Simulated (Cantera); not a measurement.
Cantera run:

```python
import numpy as np
import cantera as ct

gas_names = """
    CL CL2 H HCL H2 N NH NH2 NH3 N2 N2H2 N2H4 Si SiCL SiCL2 SiCL3 SiCL4 SiH SiHCL3 SiH2 SiH2CL2 SiH3
    SiH3CL SiH4 SiN Si2 Si2N Si3
""".split()
cond_names = """
    NH4CL(a) NH4CL(b) Si(cr) Si(L) Si3N4(a)
""".split()


# ... load() reads the species with a 1 bar reference pressure and builds the phases ...
atoms = {
    'Si2Cl6': {'Si': 2, 'CL': 6},
    'N2': {'N': 2},
    'H2': {'H': 2},
}
top_T = {'Si3N4(a)': 2400}  # K; cautious upper limits of use, not melting points


# ... equilibrate(T, P, feed) seeds the gas with the atoms and calls Mixture.equilibrate('TP', solver="vcs", rtol=1e-11, max_steps=5000) ...
results = []
feed = {'Si2Cl6': 1, 'N2': 33, 'H2': 1}  # mol
T = 1350  # K
for P in [5, 26, 140, 710, 3700, 19000, 100000]:
    mix = equilibrate(T, P, feed)
    results.append((T, P, feed, dict(zip(mix.species_names, mix.species_moles))))

top = {s: max(r[3][s] / sum(r[3][g] for g in gas_names) for r in results) for s in gas_names}
cols = sorted((s for s in top if top[s] > 1e-06), key=lambda s: -top[s])[:8]
seen = [c for c in cond_names if any(r[3].get(c, 0) > 1e-12 for r in results)]
print("log10 of partial pressures in bar; condensed amounts in mol")
print(f"{'P/Pa':>10s}" + "".join(f"{s[:9]:>10s}" for s in cols + seen))
for T, P, feed, n in results:
    ng = sum(n[g] for g in gas_names)
    print(f"{P:10.4g}" + "".join(f"{np.log10(max(n[s] / ng * P / 1e5, 1e-99)):10.3f}" for s in cols)
          + "".join(f"{n.get(c, 0):10.4g}" for c in seen))
```

It prints:

```
log10 of partial pressures in bar; condensed amounts in mol
      P/Pa        N2     SiCL2       HCL     SiCL4     SiCL3        H2        CL    SiHCL3  Si3N4(a)
         5    -4.350    -5.596    -5.605    -7.431    -6.863    -6.949    -7.833   -10.017         0
        26    -3.633    -4.902    -4.919    -6.326    -5.963    -5.988    -7.627    -8.636         0
       140    -2.898    -4.390    -4.162    -4.900    -4.994    -5.387    -7.170    -7.368    0.1175
       710    -2.190    -4.111    -3.446    -3.869    -4.339    -4.708    -6.795    -6.373    0.2324
      3700    -1.471    -3.932    -2.732    -3.032    -3.831    -3.938    -6.465    -5.480    0.2839
   1.9e+04    -0.759    -3.790    -2.031    -2.274    -3.381    -3.152    -6.157    -4.637    0.2993
     1e+05    -0.038    -3.659    -1.323    -1.530    -2.943    -2.349    -5.851    -3.798    0.3014
```

Method: chemical equilibrium by Gibbs-energy minimisation in Cantera with the NASA 1993 tables (ideal gas, pure condensed phases). The feed counts by its element totals alone. N2 is the only nitrogen source here; it is nearly inert below about 1500 K, so the nitride shown seldom forms there in practice. The tables' values for SiCl3 are old estimates; treat these amounts as uncertain.
